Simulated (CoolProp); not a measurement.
A single-stage vapour-compression cycle with CH2F2 (R32): evaporating at 259.15 K (dew point), condensing at 299.15 K (bubble point), superheat 2 K, subcooling 2 K, compressor efficiency 0.7, no pressure losses. Each further row changes one setting.

Model: reference Helmholtz-energy equation of state, Tillner-Roth 1997, in CoolProp.

```csv
case,cooling COP,pressure ratio,discharge temperature (K),refrigerating effect (kJ/kg),volumetric capacity (kJ/m³)
as stated,3.72,3.43,354.9,270,3690
evaporating temperature 264.15 K,4.42,[?],346.3,[?],4410
condensing temperature 294.15 K,[?],3.00,343.9,280,3820
subcooling 7 K,3.85,3.43,354.9,280,3820
superheat 12 K,[?],3.43,368.2,281,3620
compressor efficiency 0.6,3.19,3.43,365.8,270,3690
```

### Question
What belongs in the gaps?

### Answer

- evaporating temperature 264.15 K, pressure ratio: 2.88
- evaporating temperature 264.15 K, refrigerating effect (kJ/kg): 272
- condensing temperature 294.15 K, cooling COP: 4.37
- superheat 12 K, cooling COP: 3.65
